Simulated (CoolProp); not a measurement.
Neopentane along the isobar 3.5 MPa: density (kg/m³) from the reference equation and from simpler models built on Tc = 433.7 K, pc = 3.196 MPa, ω = 0.196; each cubic takes its own stable root.

The numbers come from the reference Helmholtz-energy equation of state, Lemmon 2006 in CoolProp. It is a short technical equation, of lower accuracy than the large ones.

```tsv
T (K)	phase	reference	van der Waals	Redlich-Kwong	Soave-Redlich-Kwong	Peng-Robinson
314.2	liquid	572.9	371.0	528.5	542.5	613.1
333.8	liquid	550.3	357.4	…	517.8	…
353.5	liquid	525.4	342.3	475.1	489.6	553.7
373.1	liquid	497.5	325.1	443.4	457.2	516.7
392.8	liquid	464.3	304.8	405.9	418.2	471.5
412.4	liquid	421.9	…	358.8	368.1	413.0
432.1	liquid	349.8	239.0	…	286.4	316.6
451.7	supercritical	127.7	130.1	129.1	124.1	131.2
471.4	supercritical	100.4	102.6	…	98.42	103.1
491	supercritical	87.15	89.64	88.75	85.64	89.23
510.7	supercritical	78.41	80.99	79.92	77.11	80.04
530.3	supercritical	71.98	74.54	73.40	70.81	73.29
550	supercritical	66.90	69.38	68.22	65.81	67.95
```

Some entries are withheld; supply them.


- 333.8, Redlich-Kwong: 503.3
- 333.8, Peng-Robinson: 585.5
- 412.4, van der Waals: 279.1
- 432.1, Redlich-Kwong: 284.9
- 471.4, Redlich-Kwong: 102.0
